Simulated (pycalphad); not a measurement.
Source of the numbers: pycalphad with the COST 507 light-alloy database (1999); pressure 1 atm. The database dates from 1999; later assessments differ in places, in temperatures and in the compounds included. Diffusion is slow at the low end, where real alloys seldom reach equilibrium.

Q: How does the equilibrium phase assembly of Ti-4.719Hf-0.01745B (wt.%) change on cooling from 2850 K to 550 K?

A: 
| T (K) | phases above | phases below |
|---|---|---|
| 1936.4 | LIQUID | BCC_A2 + LIQUID |
| 1887.5 | BCC_A2 + LIQUID | BCC_A2 |
| 1146.3 | BCC_A2 | BCC_A2 + HCP_A3 |
| 1143.0 | BCC_A2 + HCP_A3 | HCP_A3 |
| 897.0 | HCP_A3 | BM + HCP_A3 |
Changes were sought between steps of 100 K, so a narrower field can be missed.

Database names, with the compositions (at.%) that they take in these runs: BM: Ti 50 B 50. BCC_A2 is bcc; HCP_A3 is hcp.
